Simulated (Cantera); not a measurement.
An adiabatic, constant-pressure homogeneous reactor starts with H₂ : O₂ : N₂ = 1 : 0.208 : 0.783 (molar parts), equivalence ratio 2.4, at 1400 K and 0.750 atm.

Detailed kinetics in Cantera: the H2/O2 subset of GRI-Mech 3.0, which has no nitrogen chemistry.

One state of this run: T (K) = 2659; x H₂ = 0.309; x O₂ = 0.000105; x O = 0.000358; x HO₂ = 9.80e-8; x H₂O = 0.223. x: mole fraction; the columns are a selection and need not sum to one.

Q: Which value of t (s) does it belong to?
(A) 0.00579
(B) 0.000406
(C) 4.85e-6
(D) 2.85e-5

A: A, 0.00579
